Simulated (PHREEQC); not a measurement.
A solution holds 190 mmol/kgw H3BO3, at 25 °C. Closed to the air; pH follows from the charge balance.

Computed with PHREEQC (ion-association model, wateq4f.dat).

* **pH**: 4.98
* **ionic strength**: 1.05e-5 mol/kgw

```
species  molality  activity   log γ
-------  --------  --------  ------
H3BO3       0.190     0.190   0.000
H+        1.05e-5   1.05e-5  -0.002
H2BO3-    1.05e-5   1.05e-5  -0.002
```

Precipitation was switched off in this run. Species that the database lacks are ignored.
